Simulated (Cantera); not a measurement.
Feed: 1 mol Si, 0.58 mol NF₃, equilibrated at 652 °C and 10.0 Torr.

These are equilibrium values from Cantera (NASA tables, ideal gas, pure condensed phases), not measurements of a reactor. Candidate condensed phases: Si, Si₃N₄; 16 gas species. The tables' values for SiF₃ are old estimates; treat these amounts as uncertain. Equilibrium is a limit: real reactors are often held back by kinetics, nucleation or transport.

Q: What is the equilibrium state?

A: 
```
Item              Value
-----------  ----------
x(SiF₄)           0.999
x(SiF₃)        0.000553
n(Si(s))      0.130 mol
n(Si₃N₄(s))   0.145 mol
gas amount   0.4351 mol
```
